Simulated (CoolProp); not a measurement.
A Linde-Hampson liquefier for dry air: isothermal reversible compression at 250 K from 1 atm to 10 MPa, throttling to 1 atm, return gas leaving the recuperator 10 K below the feed. Each further row changes one setting.

Computed with CoolProp (reference Helmholtz-energy equation of state, Lemmon 2000). It is a pseudo-pure fit of the blend.

| case | liquid yield per pass | compression work (kJ/kg of gas) |
|---|---|---|
| as stated | 0.055 | 324 |
| high pressure 20 MPa | ___ | ___ |
| warm-end temperature 280 K | ___ | 366 |
| warm-end gap 15 K | 0.042 | 324 |

### Question
Complete the blanks.

### Answer

- high pressure 20 MPa, liquid yield per pass: 0.114
- high pressure 20 MPa, compression work (kJ/kg of gas): 371
- warm-end temperature 280 K, liquid yield per pass: 0.034
